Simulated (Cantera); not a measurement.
Charge: 1 mol PbO, 260 mol H₂, held at 1025 °C and 3830 Torr.

Equilibrium computed with Cantera from the NASA thermochemical tables; the gas is ideal and each condensed phase is pure. Candidate condensed phases: H₂O, Pb, PbO, PbO₂, Pb₃O₄; 12 gas species. Rates play no part.

Base state: H₂ 0.996, H₂O 0.00384, Pb 0.000502 (mole fractions); condensed: Pb(l).

Q: What changes in the equilibrium state with this change: temperature from 1025 °C to 1552 °C?

A: 
| species | before | after |
|---|---|---|
| H₂ | 0.996 | 0.992 |
| H₂O | 0.00384 | 0.00383 |
| Pb | 0.000502 | 0.00383 |
| H | 4.75e-7 | 0.000194 |
| Pb(l), mol | 0.869 | 0 |
